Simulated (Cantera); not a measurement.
A freely propagating, adiabatic, planar premixed flame of 37.0 % H₂, 11.5 % O₂, 43.3 % N₂, 8.14 % H₂O, equivalence ratio 1.6, unburnt at 625 K and 0.700 bar; mixture-averaged transport, grid criteria slope 0.08 and curve 0.16, no radiation.

Computed with Cantera and the H2/O2 subset of GRI-Mech 3.0, which has no nitrogen chemistry. Burning velocities carry a grid error of a few per cent, more on coarse grids.

**Question.** Predict: laminar burning velocity; thermal thickness; peak x(H); peak x(HO₂); peak x(OH).

**Answer.** 
```json
{
 "laminar_burning_velocity": "845 cm/s",
 "thermal_thickness": "0.689 mm",
 "peak x(H)": "0.0808",
 "peak x(HO₂)": "0.000262",
 "peak x(OH)": "0.00958"
}
```
